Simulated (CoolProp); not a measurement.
R113 along the isotherm 132.95 °C: Z from the reference equation and from simpler models built on Tc = 214.1 °C, pc = 33.92 bar, ω = 0.253; each cubic takes its own stable root.

Values from CoolProp's reference Helmholtz-energy equation of state, Marx 1992.

```json
[
 {"p (bar)": "10.6", "phase": "liquid", "reference": "0.04643", "van der Waals": "0.8315", "Soave-Redlich-Kwong": "0.05165", "Peng-Robinson": "0.04551"},
 {"p (bar)": "21.2", "phase": "liquid", "reference": "0.09208", "van der Waals": "0.1490", "Soave-Redlich-Kwong": "0.1016", "Peng-Robinson": "0.08971"},
 {"p (bar)": "31.8", "phase": "liquid", "reference": "0.1371", "van der Waals": "0.2170", "Soave-Redlich-Kwong": "0.1503", "Peng-Robinson": "0.1328"},
 {"p (bar)": "42.4", "phase": "liquid", "reference": "0.1815", "van der Waals": "0.2827", "Soave-Redlich-Kwong": "0.1979", "Peng-Robinson": "0.1751"},
 {"p (bar)": "53", "phase": "liquid", "reference": "0.2254", "van der Waals": "0.3468", "Soave-Redlich-Kwong": "0.2446", "Peng-Robinson": "0.2166"},
 {"p (bar)": "63.6", "phase": "liquid", "reference": "0.2688", "van der Waals": "0.4096", "Soave-Redlich-Kwong": "0.2904", "Peng-Robinson": "0.2574"},
 {"p (bar)": "74.2", "phase": "liquid", "reference": "0.3118", "van der Waals": "0.4713", "Soave-Redlich-Kwong": "[?]", "Peng-Robinson": "0.2977"},
 {"p (bar)": "84.8", "phase": "liquid", "reference": "0.3545", "van der Waals": "0.5321", "Soave-Redlich-Kwong": "0.3802", "Peng-Robinson": "0.3375"},
 {"p (bar)": "95.4", "phase": "liquid", "reference": "0.3968", "van der Waals": "0.5921", "Soave-Redlich-Kwong": "0.4242", "Peng-Robinson": "0.3768"},
 {"p (bar)": "106", "phase": "liquid", "reference": "0.4387", "van der Waals": "0.6513", "Soave-Redlich-Kwong": "0.4677", "Peng-Robinson": "0.4157"},
 {"p (bar)": "117", "phase": "liquid", "reference": "0.4820", "van der Waals": "0.7122", "Soave-Redlich-Kwong": "0.5123", "Peng-Robinson": "0.4556"},
 {"p (bar)": "127", "phase": "liquid", "reference": "0.5210", "van der Waals": "[?]", "Soave-Redlich-Kwong": "0.5526", "Peng-Robinson": "0.4916"},
 {"p (bar)": "138", "phase": "liquid", "reference": "0.5637", "van der Waals": "[?]", "Soave-Redlich-Kwong": "0.5964", "Peng-Robinson": "0.5309"},
 {"p (bar)": "148", "phase": "liquid", "reference": "0.6022", "van der Waals": "0.8808", "Soave-Redlich-Kwong": "0.6360", "Peng-Robinson": "0.5663"},
 {"p (bar)": "159", "phase": "liquid", "reference": "0.6443", "van der Waals": "0.9397", "Soave-Redlich-Kwong": "0.6791", "Peng-Robinson": "0.6050"},
 {"p (bar)": "170", "phase": "liquid", "reference": "0.6862", "van der Waals": "0.9982", "Soave-Redlich-Kwong": "0.7219", "Peng-Robinson": "0.6434"}
]
```

Question: Some entries are withheld; supply them.

Answer: 
- 74.2, Soave-Redlich-Kwong: 0.3356
- 127, van der Waals: 0.7670
- 138, van der Waals: 0.8268

At some of these states van der Waals gives the other phase, because its saturation line lies elsewhere.
